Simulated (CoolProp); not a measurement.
A single-stage vapour-compression cycle with R410A: evaporating at 231.15 K (dew point), condensing at 293.15 K (bubble point), superheat 5 K, subcooling 5 K, compressor efficiency 0.8, no pressure losses. Each further row changes one setting.

Values from CoolProp's reference Helmholtz-energy equation of state, Lemmon 2003. It is a pseudo-pure fit of the blend.

```json
[
 {"case": "as stated", "cooling COP": "2.27", "pressure ratio": "9.07", "discharge temperature (K)": "350.8", "refrigerating effect (kJ/kg)": "185", "volumetric capacity (kJ/m³)": "1150"},
 {"case": "evaporating temperature 236.15 K", "cooling COP": "2.58", "pressure ratio": "7.24", "discharge temperature (K)": "344.7", "refrigerating effect (kJ/kg)": "188", "volumetric capacity (kJ/m³)": "1450"},
 {"case": "condensing temperature 288.15 K", "cooling COP": "2.54", "pressure ratio": "7.89", "discharge temperature (K)": "342.8", "refrigerating effect (kJ/kg)": "193", "volumetric capacity (kJ/m³)": "1200"},
 {"case": "subcooling 10 K", "cooling COP": "2.36", "pressure ratio": "9.07", "discharge temperature (K)": "350.8", "refrigerating effect (kJ/kg)": "193", "volumetric capacity (kJ/m³)": "1200"},
 {"case": "superheat 15 K", "cooling COP": "2.25", "pressure ratio": "9.07", "discharge temperature (K)": "363.0", "refrigerating effect (kJ/kg)": "193", "volumetric capacity (kJ/m³)": "1140"},
 {"case": "compressor efficiency 0.7", "cooling COP": "1.98", "pressure ratio": "9.07", "discharge temperature (K)": "362.2", "refrigerating effect (kJ/kg)": "185", "volumetric capacity (kJ/m³)": "1150"}
]
```
